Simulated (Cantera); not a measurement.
A Cantera script and its output.

```python
import numpy as np
import cantera as ct

gas = ct.Solution("gri30.yaml")
gas.TPX = 1475, 910000, {'CO': 0.015, 'O2': 0.051, 'H2O': 0.063, 'N2': 1}
reactor = ct.IdealGasConstPressureReactor(gas, energy="off", clone=False)
net = ct.ReactorNet([reactor])
net.rtol, net.atol = 1e-08, 1e-18
show = ['CO', 'O2', 'H2O', 'NO', 'H', 'NO2', 'CO2']
times = np.geomspace(0.0002, 30, 11)

steps = ct.SolutionArray(gas, extra=["t"])
rows = []
print(f"{'t/s':>10s}{'T/K':>9s}{'P/Pa':>11s}" + "".join(f"{s:>11s}" for s in show))
for t in times:
    while net.time < t:
        t_next = net.step()
        steps.append(gas.state, t=t_next)
    rows.append([np.interp(t, steps.t, y) for y in (steps.T, steps.P, *steps(*show).X.T)])
    print(f"{t:10.3e}{rows[-1][0]:9.1f}{rows[-1][1]:11.4g}" + "".join(f"{x:11.3e}" for x in rows[-1][2:]))
rate = np.gradient(steps.T, steps.t)
print("integrator steps:", len(steps.t))
if steps.T.max() > steps.T[0] + 200:
    print(f"time of steepest temperature rise: {steps.t[rate.argmax()]:.4e} s")
gas.TPX = 1475, 910000, {'CO': 0.015, 'O2': 0.051, 'H2O': 0.063, 'N2': 1}
gas.equilibrate("TP")
print(f"equilibrium (TP): T = {gas.T:.1f} K  " + "  ".join(f"{s} {gas[s].X[0]:.3e}" for s in show))
```

It prints:

```
       t/s      T/K       P/Pa         CO         O2        H2O         NO          H        NO2        CO2
 2.000e-04   1475.0    9.1e+05  4.925e-03  4.110e-02  5.581e-02  5.243e-08  1.220e-05  1.898e-09  8.415e-03
 6.586e-04   1475.0    9.1e+05  8.264e-04  3.916e-02  5.608e-02  9.280e-08  1.126e-06  4.543e-09  1.254e-02
 2.169e-03   1475.0    9.1e+05  6.283e-05  3.881e-02  5.615e-02  1.115e-07  4.387e-08  2.770e-09  1.331e-02
 7.143e-03   1475.0    9.1e+05  1.952e-06  3.878e-02  5.616e-02  1.183e-07  2.429e-09  9.981e-10  1.337e-02
 2.352e-02   1475.0    9.1e+05  7.662e-08  3.878e-02  5.617e-02  1.207e-07  1.554e-09  9.029e-10  1.337e-02
 7.746e-02   1475.0    9.1e+05  7.575e-08  3.878e-02  5.617e-02  1.234e-07  1.550e-09  9.228e-10  1.337e-02
 2.551e-01   1475.0    9.1e+05  7.575e-08  3.878e-02  5.617e-02  1.320e-07  1.550e-09  9.868e-10  1.337e-02
 8.400e-01   1475.0    9.1e+05  7.575e-08  3.878e-02  5.617e-02  1.601e-07  1.550e-09  1.197e-09  1.337e-02
 2.766e+00   1475.0    9.1e+05  7.575e-08  3.878e-02  5.617e-02  2.529e-07  1.550e-09  1.891e-09  1.337e-02
 9.110e+00   1475.0    9.1e+05  7.575e-08  3.878e-02  5.617e-02  5.584e-07  1.550e-09  4.176e-09  1.337e-02
 3.000e+01   1475.0    9.1e+05  7.575e-08  3.878e-02  5.617e-02  1.564e-06  1.550e-09  1.170e-08  1.337e-02
integrator steps: 1064
equilibrium (TP): T = 1475.0 K  CO 7.599e-08  O2 3.853e-02  H2O 5.617e-02  NO 4.947e-04  H 1.552e-09  NO2 3.688e-06  CO2 1.337e-02
```

Computed with Cantera and GRI-Mech 3.0 (53 species, 325 reactions).
